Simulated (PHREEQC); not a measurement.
A solution holds 0.089 mol NH4HCO3 per kg of water, at 25 °C. Closed to the air; pH follows from the charge balance.

Computed with PHREEQC (ion-association model, phreeqc.dat).

No solid was allowed to form.

### Question
What pH, density, specific conductance does the model give?

### Answer
pH 7.76; density 1.000 g/cm³; specific conductance 8690 µS/cm.

### Question
In which forms is N present?

### Answer
NH4+ 98 %, NH3 2.4 % of the N.

Carbamate, which ammonia and carbonate form, is missing from the database.
